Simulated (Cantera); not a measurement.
An isothermal, constant-pressure homogeneous reactor starts with CH4 : N2 = 1 : 120 (molar parts), at 1825 K and 20.0 Torr.

Computed with Cantera and GRI-Mech 3.0 (53 species, 325 reactions). GRI-Mech 3.0 stops at C3 and has no aromatics, soot or wall deposition, so with more carbon than oxygen in the feed, carbon stays in small species such as C2H2 where larger ones or solid carbon would form. Radical loss at walls, strong at low pressure, is not modelled.

x: mole fraction; the columns are a selection and need not sum to one.

```
t (s)        x CH4     x HCN     x CH2    x C2H4    x C2H2      x H2
--------  --------  --------  --------  --------  --------  --------
1.00e-5    0.00826    <1e-12    <1e-12    <1e-12    <1e-12   5.98e-9
2.82e-5    0.00826    <1e-12    <1e-12    <1e-12    <1e-12   4.50e-8
7.93e-5    0.00826    <1e-12  1.63e-11  4.12e-12    <1e-12   3.08e-7
0.000223   0.00826    <1e-12  2.74e-10  1.63e-10    <1e-12   1.72e-6
0.000629   0.00825  2.30e-12         ?   5.74e-9  6.97e-11   6.93e-6
0.00177    0.00822  3.10e-11         ?   1.56e-7   5.66e-9   2.23e-5
0.00499    0.00813  5.67e-10         ?   3.51e-6   3.80e-7   7.19e-5
0.0140     0.00775   1.57e-8         ?   6.34e-5   2.20e-5  0.000362
0.0395     0.00545   7.89e-7         ?  0.000369  0.000748   0.00325
0.111      0.00179   8.36e-6         ?   7.07e-5   0.00301   0.00927
0.313     0.000359   2.72e-5         ?   4.70e-6   0.00387    0.0116
0.883      5.04e-5   5.69e-5         ?   1.89e-7   0.00404    0.0121
2.49       4.58e-6   8.11e-5         ?   2.81e-8   0.00405    0.0122
7.00       1.38e-7   8.63e-5         ?   2.60e-8   0.00405    0.0122
```

Question: Complete the blanks.

Answer: 
- 0.000629, x CH2: 2.92e-9
- 0.00177, x CH2: 2.00e-8
- 0.00499, x CH2: 1.15e-7
- 0.0140, x CH2: 6.01e-7
- 0.0395, x CH2: 1.94e-6
- 0.111, x CH2: 1.54e-6
- 0.313, x CH2: 7.19e-7
- 0.883, x CH2: 2.07e-7
- 2.49, x CH2: 2.85e-8
- 7.00, x CH2: 1.30e-9
